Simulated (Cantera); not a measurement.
A perfectly stirred reactor is fed with CH₄ : CO : O₂ : N₂ = 1 : 0.21 : 1.91 : 7.2 (molar parts), equivalence ratio 1.1, at 2.00 bar; it is adiabatic with a 775 K inlet, and is followed from long to short residence time, starting on the burning branch (τ in s: 0.058, 0.029, 0.014, 0.0071, 0.0035, 0.0018, 0.00087, 0.00043, 0.00022, 0.00011, 5.3e-05, 2.6e-05, 1.3e-05).

Detailed kinetics in Cantera: GRI-Mech 3.0 (53 species, 325 reactions).

### Question
What does this change do: CH4 1 to 0.62 parts?

### Answer
```csv
quantity,before,after
"blow-out, bracketed by the residence times tried","burning at 26.0 µs, out at 13.0 µs","burning at 26.0 µs, out at 13.0 µs"
x(CH₄) at τ = 58.0 ms,1.55e-6,2.10e-6
x(CO) at τ = 58.0 ms,0.0358,0.00191
x(O₂) at τ = 58.0 ms,0.00337,0.0564
x(NO₂) at τ = 58.0 ms,3.60e-7,1.64e-6
x(H₂) at τ = 58.0 ms,0.0127,0.000522
x(CH₄) at τ = 0.870 ms,5.07e-5,5.88e-5
x(CO) at τ = 0.870 ms,0.0421,0.00861
x(O₂) at τ = 0.870 ms,0.00865,0.0598
x(NO₂) at τ = 0.870 ms,1.10e-7,9.65e-8
x(H₂) at τ = 0.870 ms,0.0161,0.00215
```
